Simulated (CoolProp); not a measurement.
Saturation properties of propane (Tc = 369.9 K, pc = 4251 kPa, ω = 0.152).

Values from CoolProp's reference Helmholtz-energy equation of state, Lemmon 2009.

| T (K) | p (kPa) | surface tension (mN/m) | liquid viscosity (µPa s) | vapour viscosity (µPa s) | liquid conductivity (mW/(m K)) |
|---|---|---|---|---|---|
| 263.6 | 350.4 | 11.4 | 139 | 7.17 | 111 |
| 270.3 | 434.5 | 10.5 | 129 | 7.36 | 108 |
| 276.9 | 531.1 | 9.65 | 121 | 7.56 | 104 |
| 283.5 | 642.9 | 8.82 | 113 | 7.77 | 101 |
| 290.1 | 771.2 | 8.00 | 106 | 7.98 | 97.7 |
| 296.7 | 917.4 | 7.20 | 98.6 | 8.22 | 94.5 |
| 303.4 | 1086 | 6.40 | 91.9 | 8.47 | 91.4 |
| 310 | 1272 | 5.62 | 85.7 | 8.75 | 88.4 |
| 316.6 | 1482 | 4.87 | 79.8 | 9.06 | 85.5 |
| 323.2 | 1715 | 4.14 | 74.0 | 9.40 | 82.7 |
| 329.8 | 1975 | 3.43 | 68.4 | 9.80 | 79.9 |
| 336.4 | 2262 | 2.75 | 63.0 | 10.3 | 77.1 |
| 343.1 | 2584 | 2.08 | 57.4 | 10.9 | 74.4 |
| 349.7 | 2935 | 1.47 | 51.8 | 11.6 | 71.7 |
| 356.3 | 3321 | 0.902 | 45.9 | 12.6 | 69.0 |

It boils at 231.0 K under 1 atm.

Viscosity comes from a separate model (Vogel 1998). Thermal conductivity comes from a separate model (Marsh 2002). Surface tension comes from a separate correlation (Mulero 2012).
